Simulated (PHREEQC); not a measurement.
Synthetic water in mg/L, 25 °C, pH 5.61, pe 10.6:

```
constituent            mg/L
------------------  -------
Na                      1.6
K                     0.022
Ca                     4.66
Mg                    0.844
Cl                        5
S(6) as SO4            8.41
Alkalinity as HCO3      3.2
Cu(2)               0.00311
Zn                   0.0571
```

Valence states are taken as typed.

All values are PHREEQC results (ion-association model, phreeqc.dat), not measurements.

This is a speciation only: nothing precipitates in the calculation.

Problem. What charge-balance error does the model give?

Solution. charge-balance error 0.7 %.

Problem. In which forms is Cu present?

Solution. Cu+2 95 %, CuHCO3+ 2.3 %, CuSO4 1.3 % of the Cu.

Complexes and solids missing from the database can't appear.
